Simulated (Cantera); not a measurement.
Mixture: CO : H₂ : CH₄ : O₂ : N₂ : H₂O = 1 : 0.33 : 0.058 : 1.9 : 7.16 : 0.61 (molar parts), equivalence ratio 0.41, at 10.0 bar, adiabatic and at constant pressure. Ignition delay is the time to a rise of 400 K.

Model: GRI-Mech 3.0 (53 species, 325 reactions), integrated in Cantera. Where the delays flatten at high temperature, the 400 K rule measures the pace of heat release, not the induction time.

Task: Predict: delay at 1275 K; delay at 1375 K; delay at 1475 K; delay at 1575 K; delay at 1675 K; delay at 1775 K; delay at 1875 K.

Result: 
```
Item              Result
---------------  -------
delay at 1275 K  55.7 µs
delay at 1375 K  16.3 µs
delay at 1475 K  8.01 µs
delay at 1575 K  5.29 µs
delay at 1675 K  4.06 µs
delay at 1775 K  3.40 µs
delay at 1875 K  3.03 µs
```
